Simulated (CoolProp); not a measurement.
Ethane along the isobar 2030 kPa: fugacity coefficient from the reference equation and from simpler models built on Tc = 32.2 °C, pc = 4872 kPa, ω = 0.099; each cubic takes its own stable root.

Model: reference Helmholtz-energy equation of state, Bücker 2006, in CoolProp.

| T (°C) | phase | reference |
|---|---|---|
| -49.85 | liquid | 0.2583 |
| -42.15 | liquid | 0.3285 |
| -34.35 | liquid | 0.4106 |
| -26.65 | liquid | 0.5022 |
| -18.85 | liquid | 0.6055 |
| -11.15 | liquid | 0.7169 |
| -3.45 | gas | 0.7953 |
| 4.35 | gas | 0.8133 |
| 12.05 | gas | 0.8288 |
| 19.75 | gas | 0.8426 |
| 27.55 | gas | 0.8551 |
| 35.25 | gas | 0.8661 |
| 42.95 | gas | 0.8761 |
| 50.75 | gas | 0.8853 |
| 58.45 | gas | 0.8936 |
| 66.15 | gas | 0.9011 |

Problem. How far does each simpler model (van der Waals, Soave-Redlich-Kwong, Peng-Robinson) lie from the reference over these 16 states: mean and median of the absolute difference, and the worst?

Solution. 
- van der Waals: mean 23.7 %, median 3.5 %, worst +104.3 % at -49.85 °C and 2030 kPa
- Soave-Redlich-Kwong: mean 0.6 %, median 0.1 %, worst +1.7 % at -26.65 °C and 2030 kPa
- Peng-Robinson: mean 1.1 %, median 1.5 %, worst -1.6 % at 19.75 °C and 2030 kPa

At some of these states van der Waals gives the other phase, because its saturation line lies elsewhere.
